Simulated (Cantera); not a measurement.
A Cantera script and its output.

```python
import numpy as np
import cantera as ct

gas = ct.Solution("gri30.yaml")
gas.TPX = 973, 100000, {'H2': 1, 'O2': 0.333, 'N2': 1.25}
reactor = ct.IdealGasReactor(gas, energy="on", clone=False)
net = ct.ReactorNet([reactor])
net.rtol, net.atol = 1e-08, 1e-16
show = ['H2', 'O2', 'H', 'O', 'NO', 'NO2', 'H2O']
times = np.geomspace(1e-06, 1, 15)

steps = ct.SolutionArray(gas, extra=["t"])
rows = []
print(f"{'t/s':>10s}{'T/K':>9s}{'P/Pa':>11s}" + "".join(f"{s:>11s}" for s in show))
for t in times:
    while net.time < t:
        t_next = net.step()
        steps.append(gas.state, t=t_next)
    rows.append([np.interp(t, steps.t, y) for y in (steps.T, steps.P, *steps(*show).X.T)])
    print(f"{t:10.3e}{rows[-1][0]:9.1f}{rows[-1][1]:11.4g}" + "".join(f"{x:11.3e}" for x in rows[-1][2:]))
rate = np.gradient(steps.T, steps.t)
print("integrator steps:", len(steps.t))
if steps.T.max() > steps.T[0] + 200:
    print(f"time of steepest temperature rise: {steps.t[rate.argmax()]:.4e} s")
gas.TPX = 973, 100000, {'H2': 1, 'O2': 0.333, 'N2': 1.25}
gas.equilibrate("UV")
print(f"equilibrium (UV): T = {gas.T:.1f} K  " + "  ".join(f"{s} {gas[s].X[0]:.3e}" for s in show))
```

Output:

```
       t/s      T/K       P/Pa         H2         O2          H          O         NO        NO2        H2O
 1.000e-06    973.0      1e+05  3.871e-01  1.289e-01  1.609e-11  3.902e-13  1.464e-27  2.049e-37  4.413e-13
 2.683e-06    973.0      1e+05  3.871e-01  1.289e-01  4.164e-11  1.869e-12  3.135e-26  3.095e-35  4.563e-12
 7.197e-06    973.0      1e+05  3.871e-01  1.289e-01  1.099e-10  6.735e-12  6.230e-25  4.980e-33  4.077e-11
 1.931e-05    973.0      1e+05  3.871e-01  1.289e-01  3.036e-10  2.079e-11  1.260e-23  1.018e-30  3.334e-10
 5.179e-05    973.0      1e+05  3.871e-01  1.289e-01  9.153e-10  6.518e-11  2.988e-22  2.953e-28  2.688e-09
 1.389e-04    973.0      1e+05  3.871e-01  1.289e-01  3.586e-09  2.588e-10  1.082e-20  1.845e-25  2.516e-08
 3.728e-04    973.0      1e+05  3.871e-01  1.289e-01  3.682e-08  2.666e-09  1.783e-18  8.595e-22  4.542e-07
 1.000e-03   2763.2  2.559e+05  1.419e-01  2.294e-03  3.719e-02  3.059e-03  1.425e-04  1.027e-08  2.599e-01
 2.683e-03   2887.0  2.649e+05  1.456e-01  1.178e-03  2.601e-02  1.606e-03  2.572e-03  1.967e-07  2.678e-01
 7.197e-03   2887.0  2.649e+05  1.456e-01  1.178e-03  2.601e-02  1.605e-03  2.577e-03  1.971e-07  2.678e-01
 1.931e-02   2887.0  2.649e+05  1.456e-01  1.178e-03  2.601e-02  1.605e-03  2.577e-03  1.971e-07  2.678e-01
 5.179e-02   2887.0  2.649e+05  1.456e-01  1.178e-03  2.601e-02  1.605e-03  2.577e-03  1.971e-07  2.678e-01
 1.389e-01   2887.0  2.649e+05  1.456e-01  1.178e-03  2.601e-02  1.605e-03  2.577e-03  1.971e-07  2.678e-01
 3.728e-01   2887.0  2.649e+05  1.456e-01  1.178e-03  2.601e-02  1.605e-03  2.577e-03  1.971e-07  2.678e-01
 1.000e+00   2887.0  2.649e+05  1.456e-01  1.178e-03  2.601e-02  1.605e-03  2.577e-03  1.971e-07  2.678e-01
integrator steps: 1340
time of steepest temperature rise: 9.7061e-04 s
equilibrium (UV): T = 2887.0 K  H2 1.456e-01  O2 1.178e-03  H 2.601e-02  O 1.605e-03  NO 2.577e-03  NO2 1.971e-07  H2O 2.678e-01
```

Computed with Cantera and GRI-Mech 3.0 (53 species, 325 reactions).
